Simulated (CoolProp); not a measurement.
C2F6 (R116) along the isobar 2450 kPa: fugacity coefficient from the reference equation and from simpler models built on Tc = 293.0 K, pc = 3048 kPa, ω = 0.257; each cubic takes its own stable root.

The numbers come from the reference Helmholtz-energy equation of state, Lemmon 2006 in CoolProp. It is a short technical equation, of lower accuracy than the large ones.

```json
[
 {"T (K)": "195", "phase": "liquid", "reference": "0.04467", "van der Waals": "0.1992", "Soave-Redlich-Kwong": "0.04491"},
 {"T (K)": "208.3", "phase": "liquid", "reference": "0.08385", "van der Waals": "0.2668", "Soave-Redlich-Kwong": "0.08476"},
 {"T (K)": "221.7", "phase": "liquid", "reference": "0.1432", "van der Waals": "0.3441", "Soave-Redlich-Kwong": "0.1454"},
 {"T (K)": "235", "phase": "liquid", "reference": "0.2246", "van der Waals": "0.4285", "Soave-Redlich-Kwong": "0.2288"},
 {"T (K)": "248.3", "phase": "liquid", "reference": "0.3292", "van der Waals": "0.5185", "Soave-Redlich-Kwong": "0.3356"},
 {"T (K)": "261.6", "phase": "liquid", "reference": "0.4552", "van der Waals": "0.6117", "Soave-Redlich-Kwong": "0.4634"},
 {"T (K)": "274.9", "phase": "liquid", "reference": "0.5977", "van der Waals": "0.7041", "Soave-Redlich-Kwong": "0.6052"},
 {"T (K)": "288.3", "phase": "gas", "reference": "0.7187", "van der Waals": "0.7503", "Soave-Redlich-Kwong": "0.7183"},
 {"T (K)": "301.6", "phase": "gas", "reference": "0.7626", "van der Waals": "0.7784", "Soave-Redlich-Kwong": "0.7612"},
 {"T (K)": "314.9", "phase": "gas", "reference": "0.7971", "van der Waals": "0.8019", "Soave-Redlich-Kwong": "0.7957"},
 {"T (K)": "328.2", "phase": "gas", "reference": "0.8254", "van der Waals": "0.8220", "Soave-Redlich-Kwong": "0.8245"},
 {"T (K)": "341.6", "phase": "gas", "reference": "0.8491", "van der Waals": "0.8396", "Soave-Redlich-Kwong": "0.8490"},
 {"T (K)": "354.9", "phase": "gas", "reference": "0.8691", "van der Waals": "0.8548", "Soave-Redlich-Kwong": "0.8698"},
 {"T (K)": "368.2", "phase": "gas", "reference": "0.8862", "van der Waals": "0.8682", "Soave-Redlich-Kwong": "0.8878"},
 {"T (K)": "381.5", "phase": "gas", "reference": "0.9009", "van der Waals": "0.8800", "Soave-Redlich-Kwong": "0.9033"},
 {"T (K)": "394.8", "phase": "gas", "reference": "0.9137", "van der Waals": "0.8906", "Soave-Redlich-Kwong": "0.9169"}
]
```
